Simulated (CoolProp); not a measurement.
Properties of C2F6 (R116) along the isotherm 425 K.

Computed with CoolProp (reference Helmholtz-energy equation of state, Lemmon 2006). It is a short technical equation, of lower accuracy than the large ones.

```json
[
 {"p (bar)": "27.7", "phase": "gas", "density (kg/m³)": "116.4", "cv (kJ/(kg K))": "0.8880", "speed of sound (m/s)": "157.2", "conductivity (mW/(m K))": "25.7", "Prandtl number": "0.848", "fugacity coefficient": "0.9294"},
 {"p (bar)": "55.4", "phase": "supercritical", "density (kg/m³)": "248.3", "cv (kJ/(kg K))": "0.8979", "speed of sound (m/s)": "153.5", "conductivity (mW/(m K))": "27.5", "Prandtl number": "0.994", "fugacity coefficient": "0.8685"},
 {"p (bar)": "83.1", "phase": "supercritical", "density (kg/m³)": "388.2", "cv (kJ/(kg K))": "0.9055", "speed of sound (m/s)": "156.6", "conductivity (mW/(m K))": "30.1", "Prandtl number": "1.17", "fugacity coefficient": "0.8182"},
 {"p (bar)": "111", "phase": "supercritical", "density (kg/m³)": "522.6", "cv (kJ/(kg K))": "0.9100", "speed of sound (m/s)": "168.0", "conductivity (mW/(m K))": "33.2", "Prandtl number": "1.35", "fugacity coefficient": "0.7790"},
 {"p (bar)": "139", "phase": "supercritical", "density (kg/m³)": "637.9", "cv (kJ/(kg K))": "0.9121", "speed of sound (m/s)": "186.6", "conductivity (mW/(m K))": "36.3", "Prandtl number": "1.50", "fugacity coefficient": "0.7511"},
 {"p (bar)": "166", "phase": "supercritical", "density (kg/m³)": "727.6", "cv (kJ/(kg K))": "0.9132", "speed of sound (m/s)": "207.8", "conductivity (mW/(m K))": "39.0", "Prandtl number": "1.63", "fugacity coefficient": "0.7339"},
 {"p (bar)": "194", "phase": "supercritical", "density (kg/m³)": "802.3", "cv (kJ/(kg K))": "0.9140", "speed of sound (m/s)": "230.5", "conductivity (mW/(m K))": "41.6", "Prandtl number": "1.75", "fugacity coefficient": "0.7244"},
 {"p (bar)": "222", "phase": "supercritical", "density (kg/m³)": "863.2", "cv (kJ/(kg K))": "0.9147", "speed of sound (m/s)": "252.6", "conductivity (mW/(m K))": "44.0", "Prandtl number": "1.86", "fugacity coefficient": "0.7218"},
 {"p (bar)": "249", "phase": "supercritical", "density (kg/m³)": "912.5", "cv (kJ/(kg K))": "0.9154", "speed of sound (m/s)": "272.9", "conductivity (mW/(m K))": "46.0", "Prandtl number": "1.96", "fugacity coefficient": "0.7246"},
 {"p (bar)": "277", "phase": "supercritical", "density (kg/m³)": "956.3", "cv (kJ/(kg K))": "0.9161", "speed of sound (m/s)": "292.8", "conductivity (mW/(m K))": "48.0", "Prandtl number": "2.06", "fugacity coefficient": "0.7322"},
 {"p (bar)": "305", "phase": "supercritical", "density (kg/m³)": "994.4", "cv (kJ/(kg K))": "0.9169", "speed of sound (m/s)": "311.6", "conductivity (mW/(m K))": "49.8", "Prandtl number": "2.16", "fugacity coefficient": "0.7439"}
]
```

Viscosity comes from a separate model (Huber 2003), an estimate that may be off by 10 % or more. Thermal conductivity comes from a separate model (Huber 2003), an estimate that may be off by 10 % or more.
